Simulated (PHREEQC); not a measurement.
Na3PO4 is added in steps, without added water, to 1 kg of water holding 0.083 mmol/kgw CaSO4 and 0.083 mmol/kgw Na2SO4, at 92 °C. Oxygen is held at 0.21 atm. No CO2 enters from the air. Solids allowed: Gypsum, Portlandite, Hydroxyapatite, Mirabilite. Others were left out.

Base run: PHREEQC, ion-association model, wateq4f.dat. Each further column changes one thing. The table gives pH.

```tsv
Na3PO4 added (mol)	base	9.5e-07 mol/kgw KCl added	temperature from 92 to 85 °C	temperature from 92 to 45 °C	no solid may form
0	6.21	6.21	6.27	6.71	6.21
1.7e-05	7.27	7.27	7.36	8.00	7.67
2.55e-05	7.29	7.29	7.38	8.01	7.83
4.25e-05	7.37	7.37	7.46	8.11	8.02
5.95e-05	7.54	7.54	7.63	8.33	8.15
6.8e-05	7.64	7.64	7.74	8.48	8.20
8.5e-05	7.85	7.85	7.96	8.77	8.29
0.000102	8.03	8.03	8.14	8.98	8.36
0.0001105	8.10	8.10	8.21	9.06	8.39
0.0001275	8.21	8.21	8.33	9.19	8.45
0.0001445	8.31	8.31	8.42	9.29	8.50
0.000153	8.35	8.35	8.46	9.33	8.52
0.00017	8.42	8.42	8.54	9.41	8.56
```

H3PO4, which wateq4f.dat lacks, is added to it with the constant of phreeqc.dat. Constants without temperature data keep their 25 °C values here. In at least one series the solution becomes supersaturated in solids that the run did not let form, among them Hydroxyapatite. Solids allowed in the column '9.5e-07 mol/kgw KCl added': Gypsum, Portlandite, Hydroxyapatite, Halite, Mirabilite.
